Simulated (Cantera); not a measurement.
# Premixed flame

A freely propagating, adiabatic, planar premixed flame of 5.94 % C₃H₈, 19.8 % O₂, 74.3 % N₂, unburnt at 575 K and 7.90 atm; mixture-averaged transport, grid criteria slope 0.08 and curve 0.16, no radiation.

Computed with Cantera and GRI-Mech 3.0 (53 species, 325 reactions). GRI-Mech 3.0 was tuned for natural gas; its chemistry of propane as a main component is partial and can be far from experiment. Burning velocities carry a grid error of a few per cent, more on coarse grids.

```tsv
z (mm)	T (K)	u (m/s)	x C₃H₈	x O₂	x C₂H	x CH₂O	x NO	x H₂O
-0.269	576	0.388	0.0592	0.197	<1e-8	1.03e-6	<1e-8	0.000246
-0.179	582	0.394	0.0588	0.195	<1e-8	1.03e-5	<1e-8	0.00147
-0.134	602	0.411	0.0583	0.192	<1e-8	5.26e-5	2.56e-8	0.00486
-0.0896	702	0.487	0.0562	0.179	<1e-8	0.000334	1.71e-7	0.0183
-0.0448	1098	0.794	0.0394	0.130	<1e-8	0.00158	1.48e-6	0.0608
-0.0224	1458	1.09	0.0153	0.0837	2.37e-8	0.00201	3.43e-6	0.0958
0	1821	1.41	0.000445	0.0372	1.30e-6	0.000691	6.47e-6	0.129
0.0224	2019	1.57	5.75e-7	0.0140	3.26e-6	0.000158	1.11e-5	0.145
0.0448	2102	1.63	<1e-8	0.00554	2.79e-6	6.97e-5	1.54e-5	0.150
0.0896	2154	1.67	<1e-8	0.00121	1.47e-6	2.42e-5	2.04e-5	0.150
0.179	2172	1.69	<1e-8	0.000143	6.44e-7	8.71e-6	2.40e-5	0.147
0.358	2174	1.69	<1e-8	7.87e-6	3.52e-7	4.57e-6	2.76e-5	0.145
0.717	2172	1.69	<1e-8	5.96e-7	1.82e-7	2.57e-6	3.45e-5	0.143
```
x: mole fraction of selected species; z is measured from the peak of heat release.

```yaml
laminar_burning_velocity: 38.5 cm/s
thermal_thickness: 0.0896 mm
peak x(C₂H): 3.29e-6
peak x(CH₂O): 0.00205
grid_points: 133
```
